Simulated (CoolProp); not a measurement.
Isobutene along the isotherm 276.85 °C: Z from the reference equation and from simpler models built on Tc = 144.9 °C, pc = 40.16 bar, ω = 0.193; each cubic takes its own stable root.

Values from CoolProp's reference Helmholtz-energy equation of state, Lemmon 2005. It is a short technical equation, of lower accuracy than the large ones.

```
p (bar)          phase  reference
-------  -------------  ---------
0.317              gas     0.9989
0.513              gas     0.9982
0.829              gas     0.9971
1.34               gas     0.9954
2.16               gas     0.9926
3.49               gas     0.9880
5.65               gas     0.9805
9.12               gas     0.9685
14.7               gas     0.9491
23.8               gas     0.9174
38.5               gas     0.8665
62.1     supercritical     0.7896
100      supercritical     0.7015
```

Problem. How far does each simpler model (van der Waals, Soave-Redlich-Kwong, Peng-Robinson) lie from the reference over these 13 states: mean and median of the absolute difference, and the worst?

Solution. 
- van der Waals: mean 1.6 %, median 0.2 %, worst -9.1 % at 276.85 °C and 100 bar
- Soave-Redlich-Kwong: mean 1.1 %, median 0.2 %, worst +7.2 % at 276.85 °C and 100 bar
- Peng-Robinson: mean 0.4 %, median 0.2 %, worst +1.4 % at 276.85 °C and 100 bar
